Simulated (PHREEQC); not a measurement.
Make-up at 25 °C: 0.19 mol HF, 0.026 mol H2SiF6, 0.17 mol H3PO4 and 0.29 mol HCl per kg of water. Closed to the air; pH follows from the charge balance.

The numbers come from PHREEQC with the ion-association model, phreeqc.dat.

| quantity | before | after |
|---|---|---|
| pH | 0.57 | 1.20 |
| ionic strength (mol/kgw) | 0.376 | 0.103 |
| HF (mol/kgw) | 0.188 | 0.184 |
| F- (mol/kgw) | 0.000771 | 0.00260 |
| HF2- (mol/kgw) | 0.000544 | 0.00183 |
| SI of Quartz (SiO2) | -6.37 | -7.20 |

Question: Name the change that produced these shifts.
A. HCl left out
B. diluted 10-fold with water
C. HF from 0.19 to 0.209 mol/kgw
D. temperature from 25 to 30 °C
E. H3PO4 from 0.17 to 0.085 mol/kgw

Answer: A, HCl left out

This is a speciation only: nothing precipitates in the calculation. SiF6-2 is the database's only silicon fluoride.
